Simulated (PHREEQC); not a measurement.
A column of 0.1 m (40 cells, dispersivity 0.008 m, 60 s a shift, diffusion coefficient 3e-10 m²/s) holds 0.031 eq of the database's cation exchanger X per kg of pore water, first in equilibrium with 0.088 mol MnCl2, 0.037 mol NaCl, 0.00058 mol SrCl2 and 1e-05 mol HCl per kg of water. It is flushed with 33 mmol/kgw CaCl2, 4.7 mmol/kgw KCl, 0.38 mmol/kgw NH4Cl and 0.01 mmol/kgw HCl, at 25 °C. Values are for the last cell. CO2 from the air is kept out. Nothing may precipitate in this run.

Base run: PHREEQC, ion-association model, phreeqc.dat. Each further column changes one thing. The table gives Ca in solution (mol/kgw).

```json
[
 {"pore volumes": "0", "base": "0", "exchange capacity from 0.031 to 0.015 eq/kgw": "0", "dispersivity from 0.008 to 0.016 m": "0"},
 {"pore volumes": "0.2125", "base": "1.40e-9", "exchange capacity from 0.031 to 0.015 eq/kgw": "2.08e-8", "dispersivity from 0.008 to 0.016 m": "2.25e-6"},
 {"pore volumes": "0.5125", "base": "0.000208", "exchange capacity from 0.031 to 0.015 eq/kgw": "0.000668", "dispersivity from 0.008 to 0.016 m": "0.00127"},
 {"pore volumes": "0.8125", "base": "0.00308", "exchange capacity from 0.031 to 0.015 eq/kgw": "0.00660", "dispersivity from 0.008 to 0.016 m": "0.00625"},
 {"pore volumes": "1.012", "base": "0.00711", "exchange capacity from 0.031 to 0.015 eq/kgw": "0.0128", "dispersivity from 0.008 to 0.016 m": "0.0105"},
 {"pore volumes": "1.212", "base": "0.0122", "exchange capacity from 0.031 to 0.015 eq/kgw": "0.0187", "dispersivity from 0.008 to 0.016 m": "0.0148"},
 {"pore volumes": "1.512", "base": "0.0200", "exchange capacity from 0.031 to 0.015 eq/kgw": "0.0254", "dispersivity from 0.008 to 0.016 m": "0.0204"},
 {"pore volumes": "1.812", "base": "0.0259", "exchange capacity from 0.031 to 0.015 eq/kgw": "0.0294", "dispersivity from 0.008 to 0.016 m": "0.0247"},
 {"pore volumes": "2.013", "base": "0.0285", "exchange capacity from 0.031 to 0.015 eq/kgw": "0.0309", "dispersivity from 0.008 to 0.016 m": "0.0268"},
 {"pore volumes": "2.212", "base": "0.0302", "exchange capacity from 0.031 to 0.015 eq/kgw": "0.0318", "dispersivity from 0.008 to 0.016 m": "0.0284"},
 {"pore volumes": "2.513", "base": "0.0317", "exchange capacity from 0.031 to 0.015 eq/kgw": "0.0325", "dispersivity from 0.008 to 0.016 m": "0.0302"},
 {"pore volumes": "2.812", "base": "0.0324", "exchange capacity from 0.031 to 0.015 eq/kgw": "0.0328", "dispersivity from 0.008 to 0.016 m": "0.0312"},
 {"pore volumes": "3.013", "base": "0.0326", "exchange capacity from 0.031 to 0.015 eq/kgw": "0.0329", "dispersivity from 0.008 to 0.016 m": "0.0317"}
]
```
